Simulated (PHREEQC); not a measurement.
Model water analysis in mmol/kgw, 25 °C, pH 3.94, pe 11.7:

```tsv
constituent	mmol/kgw
Na	16.9
K	0.673
Ca	3.33
Mg	0.411
Cl	6.51
S(6)	12.5
P	0.05
Zn	0.0103
Ni	0.0551
```

Valence states are taken as typed.

Computed with PHREEQC (ion-association model, wateq4f.dat).

Task: The ionic strength comes out as 0.0384 mol/kgw. What activity coefficients do K+, Ca+2, KSO4-, NaSO4-, Ni+2 get?

Result: K+ 0.83, Ca+2 0.51, KSO4- 0.84, NaSO4- 0.84, Ni+2 0.49.

No solid was allowed to form. Species that the database lacks are ignored. H3PO4, which wateq4f.dat lacks, is added to it with the constant of phreeqc.dat. The database has no phosphate complexes of Zn, Ni.
